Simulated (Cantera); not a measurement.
A freely propagating, adiabatic, planar premixed flame of 3.06 % CH₄, 3.68 % C₂H₆, 17.3 % O₂, 76.0 % N₂, equivalence ratio 1.1, unburnt at 375 K and 3000 Torr; mixture-averaged transport, grid criteria slope 0.08 and curve 0.16, no radiation.

Model: GRI-Mech 3.0 (53 species, 325 reactions), integrated in Cantera. Burning velocities carry a grid error of a few per cent, more on coarse grids.

Predict: laminar burning velocity; thermal thickness; peak x(C₂H₂); peak x(H₂O₂); peak x(H₂).


| Quantity | Result |
|---|---|
| laminar burning velocity | 28.8 cm/s |
| thermal thickness | 0.158 mm |
| peak x(C₂H₂) | 0.000865 |
| peak x(H₂O₂) | 0.000169 |
| peak x(H₂) | 0.0176 |
